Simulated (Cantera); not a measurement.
An isothermal, constant-pressure homogeneous reactor starts with 41.9 % H2, 58.1 % O2, equivalence ratio 0.36, at 1073 K and 4.28 Torr.

Detailed kinetics in Cantera: the H2/O2 subset of GRI-Mech 3.0, which has no nitrogen chemistry. Radical loss at walls, strong at low pressure, is not modelled. The temperature is held fixed by assumption; the heat of reaction is taken as removed at once.

One state of this run: x H2 = 0.0245; x O2 = 0.426; x HO2 = 6.32e-6; x H = 0.128; x OH = 0.00809; x O = 0.0476. x: mole fraction; the columns are a selection and need not sum to one.

Task: Which value of t (s) does it belong to?
(A) 0.000468
(B) 0.0187
(C) 0.00160
(D) 1.00e-6

Result: B, 0.0187
